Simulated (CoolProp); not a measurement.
Vapour-liquid equilibrium of carbon dioxide (1) + CH2F2 (R32) (2) at 975 kPa; x and y are mole fractions of (1).

Model: multi-fluid Helmholtz-energy mixture model, Span 1996 and Tillner-Roth 1997; pair parameters Bell 2016, in CoolProp.

| x | bubble temperature, mixture model (°C) | bubble temperature, Raoult's law (°C) | y, mixture model | y, Raoult's law |
|---|---|---|---|---|
| 0.05 | 1.3 | 1.0 | ___ | 0.183 |
| 0.125 | -4.8 | -5.3 | 0.340 | 0.387 |
| 0.2 | ___ | -10.7 | 0.485 | 0.533 |
| 0.275 | -15.0 | -15.3 | 0.597 | 0.641 |
| 0.35 | -19.1 | -19.3 | ___ | 0.722 |
| 0.425 | -22.8 | -22.9 | 0.751 | 0.785 |
| 0.5 | -26.0 | -26.0 | ___ | 0.835 |
| 0.575 | -28.8 | -28.8 | 0.848 | 0.875 |
| 0.65 | -31.4 | -31.4 | 0.884 | 0.907 |
| 0.725 | -33.7 | -33.7 | 0.915 | 0.934 |
| 0.8 | -35.8 | -35.9 | 0.942 | 0.956 |
| 0.875 | -37.8 | -37.9 | 0.965 | 0.975 |
| 0.95 | ___ | -39.7 | 0.987 | 0.991 |

**Question.** Fill in the missing entries.

**Answer.** 
- 0.05, y, mixture model: 0.152
- 0.2, bubble temperature, mixture model (°C): -10.2
- 0.35, y, mixture model: 0.683
- 0.5, y, mixture model: 0.805
- 0.95, bubble temperature, mixture model (°C): -39.6

The largest gap from Raoult's law is +0.5 K in bubble temperature, at x = 0.125. No azeotrope shows between x = 0.05 and 0.95.

Pair parameters are fitted to limited data, so mixtures are less certain than the pure fluids.
